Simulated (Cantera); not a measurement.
Input: 1 mol B2O3, 0.65 mol N2, 0.92 mol H2, held at 4.70 mbar.

Equilibrium computed with Cantera from the NASA thermochemical tables; the gas is ideal and each condensed phase is pure. Candidate condensed phases: B, BN, B2O3, B3O3H3, H2O; 39 gas species. N2 is the only nitrogen source here; it is nearly inert below about 1500 K, so the nitride shown seldom forms there in practice. Mutual solubility and eutectic melting of coexisting phases are not modelled. The numbers say what is thermodynamically allowed, not how fast it happens.

log p: log10 of the partial pressure in bar; n: condensed amount in mol.

```csv
T (°C),log p H2,log p N2,log p B2O3,log p HBO2,log p BO,log p H,log p HBO,log p B2O2,log p H2O,n BN(s),n B2O3(l)
650,-2.56,-2.71,-13.22,-8.08,<-14,-10.89,-10.98,<-14,-5.47,0.000761,1.000
850,-2.56,-2.71,-9.21,-6.34,-12.40,-8.65,-8.03,-12.02,-5.50,0.000755,1.000
1050,-2.56,-2.71,(withheld),(withheld),(withheld),(withheld),(withheld),(withheld),-5.54,(withheld),0.998
1250,-2.57,-2.72,(withheld),(withheld),(withheld),(withheld),(withheld),(withheld),-5.59,(withheld),0.973
1450,-2.78,-2.87,-2.95,-3.50,-4.84,-5.13,-3.78,-4.13,-5.24,0,0.303
1650,-2.88,-2.93,-2.86,-3.37,-4.10,-4.47,-3.71,-4.05,-4.92,0,0
1850,-2.93,-2.94,-2.92,-3.29,-3.60,-3.91,-3.73,-4.17,-4.57,0,0
2050,-3.03,-2.97,-3.02,-3.23,-3.27,-3.48,-3.86,-4.44,-4.24,0,0
```

Question: Some entries are withheld; supply them.

Answer: 
- 1050, log p B2O3: -6.46
- 1050, log p HBO2: -5.16
- 1050, log p BO: -8.97
- 1050, log p H: -7.08
- 1050, log p HBO: -5.99
- 1050, log p B2O2: -8.31
- 1050, n BN(s): 0.00129
- 1250, log p B2O3: -4.46
- 1250, log p HBO2: -4.32
- 1250, log p BO: -6.45
- 1250, log p H: -5.92
- 1250, log p HBO: -4.51
- 1250, log p B2O2: -5.60
- 1250, n BN(s): 0.00180
